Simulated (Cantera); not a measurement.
Input: 1 mol SiH2Cl2, 97 mol N2, at 750 Torr.

Equilibrium computed with Cantera from the NASA thermochemical tables; the gas is ideal and each condensed phase is pure. Candidate condensed phases: NH4Cl, Si, Si3N4; 28 gas species. N2 is the only nitrogen source here; it is nearly inert below about 1500 K, so the nitride shown seldom forms there in practice. The tables' values for SiCl3, SiCl are old estimates; treat these amounts as uncertain. Kinetics and transport are ignored.

x: gas mole fraction; n: condensed amount in mol.

| T (K) | x N2 | x HCl | x H2 | x SiCl2 | x SiCl4 | n Si3N4(s) |
|---|---|---|---|---|---|---|
| 1273 | 0.981 | 0.0154 | 0.00248 | 9.66e-6 | 0.00120 | 0.292 |
| 1373 | 0.981 | 0.0155 | 0.00240 | 6.19e-5 | 0.00107 | 0.292 |
| 1473 | 0.981 | 0.0155 | 0.00242 | 0.000287 | 0.000860 | 0.287 |
| 1573 | 0.980 | 0.0150 | ___ | ___ | ___ | 0.270 |
| 1673 | 0.980 | 0.0138 | 0.00327 | 0.00211 | 0.000217 | 0.241 |
| 1773 | 0.980 | ___ | ___ | ___ | ___ | ___ |
| 1873 | 0.980 | 0.00981 | 0.00521 | 0.00479 | 1.72e-5 | 0.167 |
| 1973 | 0.980 | 0.00784 | 0.00615 | 0.00591 | 4.53e-6 | 0.132 |

Task: Fill in the missing entries.

Result: 
- 1773, x HCl: 0.0119
- 1773, x H2: 0.00418
- 1773, x SiCl2: 0.00349
- 1773, x SiCl4: 6.50e-5
- 1773, n Si3N4(s): 0.204
- 1573, x H2: 0.00267
- 1573, x SiCl2: 0.000941
- 1573, x SiCl4: 0.000529
